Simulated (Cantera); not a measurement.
Input: 1 mol SiC, 0.46 mol H₂O, 5 mol H₂, at 1550 °C and 1 atm.

Equilibrium computed with Cantera from the NASA thermochemical tables; the gas is ideal and each condensed phase is pure. Candidate condensed phases: C, C₆H₆, C₇H₈, C₈H₁₈, H₂O, Si, SiC, SiO₂; 123 gas species. Mutual solubility and eutectic melting of coexisting phases are not modelled. The tables hold silica as quartz up to 1696 K and as liquid above; real silica turns to tridymite and cristobalite and melts near 1996 K. Gases not in the tables: Si₂H₆ and higher silanes. Equilibrium is a limit: real reactors are often held back by kinetics, nucleation or transport.

Base state: H₂ 0.933, CO 0.0363, SiO 0.0304, H 0.000416, H₂O 0.000104, CH₄ 5.29e-5, SiH₂ 1.04e-5 (mole fractions); condensed: SiC(s) + SiO₂(condensed).

Q: What changes in the equilibrium state with this change: pressure from 1 atm to 0.00133 bar?

A: 
```tsv
species	before	after
H₂	0.933	0.910
CO	0.0363	0.0392
SiO	0.0304	0.0380
H	0.000416	0.0113
CH₄	5.29e-5	6.16e-8
Si	1.39e-6	0.00114
SiC(s), mol	0.787	0.766
SiO₂(condensed), mol	0.0346	0
```
